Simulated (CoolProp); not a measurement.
Vapour pressure (kPa) of n-octane: the reference equation beside estimates from Tc = 568.7 K, pc = 2484 kPa, ω = 0.398.

The numbers come from the reference Helmholtz-energy equation of state, Beckmüller 2019 in CoolProp.

```csv
T (K),reference,Lee-Kesler,van der Waals,Redlich-Kwong,Soave-Redlich-Kwong,Peng-Robinson
415.5,157.6,158.3,617.0,308.3,158.2,157.5
431.4,231.3,232.8,740.8,413.0,233.1,231.2
447.3,329.0,331.5,879.5,540.4,332.8,329.1
463.2,455.4,458.8,1034,692.7,462.0,456.2
479.1,615.7,619.8,1204,872.1,626.2,617.9
494.9,814.1,818.6,1389,1079,829.3,818.5
510.8,1060,1064,1593,1319,1080,1067
526.7,1358,1362,1813,1591,1382,1369
```

Absolute difference from the reference over all 8 rows, mean and median: Lee-Kesler 0.6 and 0.6 %, van der Waals 132.0 and 111.3 %, Redlich-Kwong 50.8 and 46.9 %, Soave-Redlich-Kwong 1.4 and 1.6 %, Peng-Robinson 0.3 and 0.3 %.
